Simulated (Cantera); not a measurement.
## Ignition delay

Mixture: 7.20 % CH3OH, 18.9 % O2, 71.3 % N2, 2.59 % H2O, equivalence ratio 0.57, at 1.38 atm, adiabatic and at constant pressure. Ignition delay is the time to a rise of 400 K.

Model: GRI-Mech 3.0 (53 species, 325 reactions), integrated in Cantera. GRI-Mech 3.0 was tuned for natural gas; its chemistry of methanol as a main component is partial and can be far from experiment. Where the delays flatten at high temperature, the 400 K rule measures the pace of heat release, not the induction time.

| T0 (K) | delay (ms) |
|---|---|
| 1250 | 3.44 |
| 1350 | 0.895 |
| 1450 | 0.299 |
| 1550 | 0.121 |
| 1650 | 0.0570 |
| 1750 | 0.0302 |
| 1850 | 0.0199 |
| 1950 | 0.0153 |
| 2050 | 0.0141 |
